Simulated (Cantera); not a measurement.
Input (Python, Cantera):

```python
import numpy as np
import cantera as ct

gas = ct.Solution("gri30.yaml")
gas.TPX = 1700, 1700000, {'CH4': 1, 'O2': 3.77, 'N2': 27.9}
reactor = ct.IdealGasConstPressureReactor(gas, energy="on", clone=False)
net = ct.ReactorNet([reactor])
net.rtol, net.atol = 1e-08, 1e-16
show = ['CH4', 'O2', 'H2', 'NO', 'H2O2', 'HO2']
times = np.geomspace(2e-06, 0.3, 10)

steps = ct.SolutionArray(gas, extra=["t"])
rows = []
print(f"{'t/s':>10s}{'T/K':>9s}{'P/Pa':>11s}" + "".join(f"{s:>11s}" for s in show))
for t in times:
    while net.time < t:
        t_next = net.step()
        steps.append(gas.state, t=t_next)
    rows.append([np.interp(t, steps.t, y) for y in (steps.T, steps.P, *steps(*show).X.T)])
    print(f"{t:10.3e}{rows[-1][0]:9.1f}{rows[-1][1]:11.4g}" + "".join(f"{x:11.3e}" for x in rows[-1][2:]))
rate = np.gradient(steps.T, steps.t)
print("integrator steps:", len(steps.t))
if steps.T.max() > steps.T[0] + 200:
    print(f"time of steepest temperature rise: {steps.t[rate.argmax()]:.4e} s")
gas.TPX = 1700, 1700000, {'CH4': 1, 'O2': 3.77, 'N2': 27.9}
gas.equilibrate("HP")
print(f"equilibrium (HP): T = {gas.T:.1f} K  " + "  ".join(f"{s} {gas[s].X[0]:.3e}" for s in show))
```

Result:

```
       t/s      T/K       P/Pa        CH4         O2         H2         NO       H2O2        HO2
 2.000e-06   1699.9    1.7e+06  3.058e-02  1.154e-01  3.303e-06  9.294e-13  4.633e-08  3.777e-06
 7.519e-06   1700.1    1.7e+06  3.035e-02  1.153e-01  3.117e-05  1.197e-11  1.477e-07  1.041e-05
 2.827e-05   1765.2    1.7e+06  1.977e-02  1.060e-01  3.398e-03  3.288e-09  6.124e-06  1.831e-04
 1.063e-04   2337.0    1.7e+06  2.860e-16  5.366e-02  1.616e-04  7.892e-05  2.772e-07  5.135e-06
 3.995e-04   2336.7    1.7e+06  2.952e-19  5.357e-02  1.610e-04  2.453e-04  2.767e-07  5.119e-06
 1.502e-03   2335.3    1.7e+06  4.683e-20  5.327e-02  1.603e-04  8.448e-04  2.751e-07  5.078e-06
 5.646e-03   2331.1    1.7e+06  4.465e-20  5.233e-02  1.580e-04  2.752e-03  2.699e-07  4.949e-06
 2.123e-02   2322.9    1.7e+06  4.050e-20  5.048e-02  1.538e-04  6.488e-03  2.600e-07  4.702e-06
 7.980e-02   2319.0    1.7e+06  3.867e-20  4.961e-02  1.518e-04  8.234e-03  2.554e-07  4.588e-06
 3.000e-01   2318.9    1.7e+06  3.864e-20  4.960e-02  1.518e-04  8.260e-03  2.553e-07  4.587e-06
integrator steps: 1643
time of steepest temperature rise: 3.2737e-05 s
equilibrium (HP): T = 2318.9 K  CH4 5.851e-20  O2 4.960e-02  H2 1.518e-04  NO 8.260e-03  H2O2 2.553e-07  HO2 4.587e-06
```

Model: GRI-Mech 3.0 (53 species, 325 reactions), integrated in Cantera. The pressure lies above the range GRI-Mech 3.0 was tuned for (to about 10 atm).
